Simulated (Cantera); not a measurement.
Input: 1 mol MgO, 0.84 mol C, a varied amount of H₂, at 1.00 bar.

Method: chemical equilibrium by Gibbs-energy minimisation in Cantera with the NASA 1993 tables (ideal gas, pure condensed phases). Candidate condensed phases: C, C₆H₆, C₇H₈, C₈H₁₈, H₂O, Mg, MgCO₃, MgO, Mg(OH)₂; 116 gas species. The numbers say what is thermodynamically allowed, not how fast it happens.

Stable condensed phases, one row left out:

```
T in K \ n(H₂) in mol
         0.31 0.39  0.5 0.64 0.81    1  1.3  1.7  2.2  2.8  3.5
   2075     A    A    A    A    A    A    A    A    A    A    A
   1975     B    B    B    B    B    B    A    A    A    A    A
   1925     B    B    B    B    B    B    B    B    B    B    A
   1875     B    B    B    B    B    B    B    B    B    B    B
   1825     B    B    B    B    B    B    B    B    B    B    B
   1775     B    B    B    B    B    B    B    B    B    B    B
   1725     B    B    B    B    B    B    B    B    B    B    B
   1675     B    B    B    B    B    B    B    B    B    B    B
```

A: MgO; B: C + MgO.

### Question
Give the row for 2025 K.

### Answer
0.31: MgO; 0.39: MgO; 0.5: MgO; 0.64: MgO; 0.81: MgO; 1: MgO; 1.3: MgO; 1.7: MgO; 2.2: MgO; 2.8: MgO; 3.5: MgO.
